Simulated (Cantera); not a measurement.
Mixture: CO : H₂ : CH₄ : O₂ : N₂ = 1 : 1.2 : 0.096 : 2.75 : 10.3 (molar parts), at 980000 Pa, adiabatic and at constant volume. Ignition delay is the time to a rise of 400 K.

Cantera simulation using GRI-Mech 3.0 (53 species, 325 reactions); the numbers are that mechanism's predictions, not measurements. Where the delays flatten at high temperature, the 400 K rule measures the pace of heat release, not the induction time.

Problem. Predict: delay at 1175 K; delay at 1275 K; delay at 1375 K; delay at 1475 K; apparent activation energy between 1425 and 1525 K.

Solution. 
```json
{
 "delay at 1175 K": "95.6 µs",
 "delay at 1275 K": "12.2 µs",
 "delay at 1375 K": "4.78 µs",
 "delay at 1475 K": "2.82 µs",
 "apparent activation energy between 1425 and 1525 K": "78 kJ/mol"
}
```
